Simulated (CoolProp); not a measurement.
A simple Rankine cycle with ammonia: condensing at 326.15 K, boiler at 6.15 MPa, turbine inlet 387.3 K, turbine efficiency 0.8, pump efficiency 0.6, no recuperator. Each further row changes one setting.

The numbers come from the reference Helmholtz-energy equation of state, Gao 2020 in CoolProp.

```
case                             thermal efficiency (%)  net work (kJ/kg)  heat in (kJ/kg)  turbine exit temperature (K)  volume ratio over the turbine
-------------------------------  ----------------------  ----------------  ---------------  ----------------------------  -----------------------------
as stated                                           8.5              89.9             1060                         326.2                           2.56
turbine inlet 407.3 K                               8.9               102             1150                         329.5                           2.41
condensing temperature 318.15 K                     9.8               109             1100                         318.1                           3.11
boiler pressure 4.3 MPa                             6.2              70.8             1150                         337.8                           1.77
turbine efficiency 0.7                              7.3              77.2             1060                         326.2                           2.59
```

The expansion ends wet for: as stated; condensing temperature 318.15 K; turbine efficiency 0.7.
